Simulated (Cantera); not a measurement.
Standard-state values (1 bar) from the NASA 1993 polynomials, evaluated with Cantera. Values are per mole of reaction as written; species without (g) are pure solids or liquids, kept so even where they would boil at 1 bar. TaC: taken at fixed stoichiometry.

TaC + 4 H2O(g) ⇌ CO2(g) + 8 H(g) + TaO2(g), with ΔH° = 2261.2 kJ and ΔS° = 614.6 J/K at 300 K.

**Question.** How far is the shortcut ΔG° ≈ ΔH°(300 K) − T·ΔS°(300 K) from the full temperature-dependent value at 448, 498, 548, 598, 648, 698, 748, 798 K?

**Answer.** 
```json
[
 {"T (K)": "448", "shortcut (kJ)": "1985.8", "full (kJ)": "1983.4", "difference (kJ)": "2.4", "difference in log10 K": "-0.28"},
 {"T (K)": "498", "shortcut (kJ)": "1955.1", "full (kJ)": "1951.0", "difference (kJ)": "4.2", "difference in log10 K": "-0.44"},
 {"T (K)": "548", "shortcut (kJ)": "1924.4", "full (kJ)": "1918.1", "difference (kJ)": "6.3", "difference in log10 K": "-0.60"},
 {"T (K)": "598", "shortcut (kJ)": "1893.7", "full (kJ)": "1884.9", "difference (kJ)": "8.8", "difference in log10 K": "-0.76"},
 {"T (K)": "648", "shortcut (kJ)": "1862.9", "full (kJ)": "1851.4", "difference (kJ)": "11.5", "difference in log10 K": "-0.93"},
 {"T (K)": "698", "shortcut (kJ)": "1832.2", "full (kJ)": "1817.6", "difference (kJ)": "14.6", "difference in log10 K": "-1.09"},
 {"T (K)": "748", "shortcut (kJ)": "1801.5", "full (kJ)": "1783.6", "difference (kJ)": "17.9", "difference in log10 K": "-1.25"},
 {"T (K)": "798", "shortcut (kJ)": "1770.7", "full (kJ)": "1749.3", "difference (kJ)": "21.4", "difference in log10 K": "-1.40"}
]
```
The shortcut ignores the heat-capacity change of the reaction.
